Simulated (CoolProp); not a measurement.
Saturation properties of dodecamethylpentasiloxane (MD3M) (Tc = 628.0 K, pc = 954.0 kPa, ω = 0.730).

Values from CoolProp's reference Helmholtz-energy equation of state, Thol 2019.

```tsv
T (K)	p (kPa)	vapour density (kg/m³)	enthalpy of vaporisation (kJ/kg)	liquid cp (kJ/(kg K))	surface tension (mN/m)
387	2.287	0.2753	148.7	1.908	12.0
406.5	5.321	[?]	142.7	1.949	10.8
426.1	11.21	1.245	136.5	1.991	9.59
445.6	[?]	2.323	130.3	2.032	8.44
465.2	38.70	4.072	123.8	2.074	7.32
484.7	65.13	6.751	117.1	2.117	[?]
504.3	104.3	10.76	109.9	[?]	5.19
523.8	159.6	16.58	[?]	2.210	4.19
543.3	235.4	24.98	93.63	2.264	3.24
562.9	337.2	37.31	83.82	2.330	2.33
```

Q: Complete the blanks.

A: 
- 406.5, vapour density (kg/m³): 0.6136
- 445.6, p (kPa): 21.56
- 484.7, surface tension (mN/m): 6.24
- 504.3, liquid cp (kJ/(kg K)): 2.162
- 523.8, enthalpy of vaporisation (kJ/kg): 102.2

It boils at 503.0 K under 1 atm.

Surface tension comes from a separate correlation (Mulero 2014), older than this fluid's equation and unchecked against measurements.
